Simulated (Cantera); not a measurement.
An isothermal, constant-pressure homogeneous reactor starts with N2O : N2 = 1 : 5.2 (molar parts), at 1050 K and 1.00 bar. Integrator tolerance rtol = 1e-08.

Detailed kinetics in Cantera: GRI-Mech 3.0 (53 species, 325 reactions). GRI-Mech 3.0 was tuned for natural gas; its chemistry of N2O as a main component is partial and can be far from experiment. The mechanism lacks the step 2 NO + O2 → 2 NO2, which can matter for NO2 below about 1400 K. The temperature is held fixed by assumption; the heat of reaction is taken as removed at once.

### Question
What does this change do: 0.35 parts H2O added?

### Answer
```
quantity                                            before                                     after
----------------  ----------------------------------------  ----------------------------------------
x(N2O) at 60.0 s    0.0510 (gas-phase equilibrium 2.91e-9)    0.0363 (gas-phase equilibrium 2.70e-9)
x(NO) at 60.0 s    0.00440 (gas-phase equilibrium 3.43e-5)   0.00337 (gas-phase equilibrium 3.26e-5)
x(NO2) at 60.0 s   6.70e-5 (gas-phase equilibrium 7.87e-7)   9.82e-5 (gas-phase equilibrium 7.29e-7)
x(N2) at 60.0 s        0.896 (gas-phase equilibrium 0.925)       0.857 (gas-phase equilibrium 0.879)
x(O) at 60.0 s    4.90e-8 (gas-phase equilibrium 1.84e-10)  4.13e-8 (gas-phase equilibrium 1.79e-10)
```
